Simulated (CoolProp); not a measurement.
Fluorine along the isotherm 157.4 K: fugacity coefficient from the reference equation and from simpler models built on Tc = 144.4 K, pc = 5.240 MPa, ω = 0.045; each cubic takes its own stable root.

Model: reference Helmholtz-energy equation of state, de Reuck 1990, in CoolProp.

| p (MPa) | phase | reference |
|---|---|---|
| 0.0249 | gas | 0.9988 |
| 0.0419 | gas | 0.9980 |
| 0.0708 | gas | 0.9967 |
| 0.119 | gas | 0.9944 |
| 0.202 | gas | 0.9905 |
| 0.34 | gas | 0.9839 |
| 0.574 | gas | 0.9729 |
| 0.969 | gas | 0.9542 |
| 1.64 | gas | 0.9225 |
| 2.76 | gas | 0.8699 |
| 4.66 | gas | 0.7819 |
| 7.86 | supercritical | 0.6351 |

### Question
How far does each simpler model (Soave-Redlich-Kwong, Peng-Robinson) lie from the reference over these 12 states: mean and median of the absolute difference, and the worst?

### Answer
- Soave-Redlich-Kwong: mean 0.2 %, median 0.1 %, worst -0.6 % at 157.4 K and 4.66 MPa
- Peng-Robinson: mean 1.2 %, median 0.4 %, worst -4.7 % at 157.4 K and 7.86 MPa
